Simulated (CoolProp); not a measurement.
Properties of hydrogen chloride at several states.

Computed with CoolProp (reference Helmholtz-energy equation of state, Thol 2018).

```csv
T (K),p (kPa),phase,Z,speed of sound (m/s),fugacity coefficient
394.7,70.9,gas,0.9982,354.5,0.9983
291.2,7250,liquid,0.1250,580.2,0.4411
200.2,13300,liquid,0.2483,1094,0.01764
603.1,70.8,gas,0.9996,437.3,0.9996
```
